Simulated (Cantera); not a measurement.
**Equilibrium for carbon deposition, reforming and gasification: CH4 + O2 + H2**

A closed system holds: 1 mol CH4, a varied amount of O2, 1.7 mol H2, held at 2525 K and 3.70 bar.

Method: chemical equilibrium by Gibbs-energy minimisation in Cantera with the NASA 1993 tables (ideal gas, pure condensed phases). Candidate condensed phases: C, C6H6, C7H8, C8H18, H2O; 110 gas species. Equilibrium is a limit: real reactors are often held back by kinetics, nucleation or transport.

```csv
n(O2) (mol),x H2,x CO,x H2O,x H,x C2H2 (acetylene),x CO2,n C(graphite)
0.016,0.965,0.00852,6.95e-7,0.0143,0.0116,9.79e-10,0.877
0.022,0.962,0.0117,9.50e-7,0.0143,0.0115,1.84e-9,0.865
0.03,0.958,0.0159,1.28e-6,0.0143,0.0115,3.39e-9,0.849
0.041,0.952,0.0215,1.73e-6,0.0142,0.0114,6.26e-9,0.827
0.056,0.945,0.0292,2.33e-6,0.0142,0.0113,1.15e-8,0.797
0.076,0.935,0.0392,3.10e-6,0.0141,0.0112,2.07e-8,0.757
0.1,0.923,0.0509,3.98e-6,0.0140,0.0111,3.50e-8,0.709
0.14,0.905,0.0699,5.35e-6,0.0139,0.0109,6.59e-8,0.629
0.19,0.883,0.0925,6.91e-6,0.0137,0.0106,1.16e-7,0.529
0.26,0.853,0.122,8.84e-6,0.0135,0.0102,2.02e-7,0.390
0.35,0.818,0.158,1.09e-5,0.0132,0.00983,3.37e-7,0.210
0.48,0.778,0.205,2.03e-5,0.0129,0.00410,8.54e-7,0
0.65,0.716,0.209,0.0604,0.0123,3.76e-10,0.00281,0
```
x: gas mole fraction; n: condensed amount in mol.

From 0.016 mol O2 to 0.35 mol O2 the condensed part is C(graphite). From 0.48 mol O2 to 0.65 mol O2 nothing is condensed. The main C-bearing gas is C2H2 (acetylene) at 0.016 mol O2 and CO at 0.65 mol O2.
